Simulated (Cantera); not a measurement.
Feed: 1 mol HgO, a varied amount of N₂, held at 1450 K and 3900 Pa.

These are equilibrium values from Cantera (NASA tables, ideal gas, pure condensed phases), not measurements of a reactor. Candidate condensed phases: Hg, HgO; 10 gas species. Kinetics and transport are ignored.

x: gas mole fraction; nothing condenses.

| n(N₂) (mol) | x N₂ | x Hg | x O₂ | x NO | x O | x NO₂ | x N₂O |
|---|---|---|---|---|---|---|---|
| 6.5 | 0.812 | 0.125 | 0.0622 | 0.000525 | ? | 3.55e-7 | 6.57e-9 |
| 9 | 0.857 | 0.0952 | 0.0474 | 0.000471 | ? | 2.78e-7 | 6.05e-9 |
| 12 | 0.889 | 0.0741 | 0.0368 | 0.000423 | ? | 2.20e-7 | 5.53e-9 |
| 17 | 0.919 | 0.0541 | 0.0268 | 0.000367 | ? | 1.63e-7 | 4.88e-9 |
| 24 | 0.941 | 0.0392 | 0.0194 | 0.000316 | ? | 1.20e-7 | 4.26e-9 |
| 33 | 0.956 | 0.0290 | 0.0144 | 0.000274 | ? | 8.89e-8 | 3.72e-9 |
| 46 | 0.968 | 0.0211 | 0.0104 | 0.000234 | ? | 6.49e-8 | 3.20e-9 |
| 63 | 0.977 | 0.0155 | 0.00765 | 0.000202 | ? | 4.79e-8 | 2.77e-9 |

### Question
Fill in the missing entries.

### Answer

- 6.5, x O: 2.54e-6
- 9, x O: 2.21e-6
- 12, x O: 1.95e-6
- 17, x O: 1.67e-6
- 24, x O: 1.42e-6
- 33, x O: 1.22e-6
- 46, x O: 1.04e-6
- 63, x O: 8.89e-7
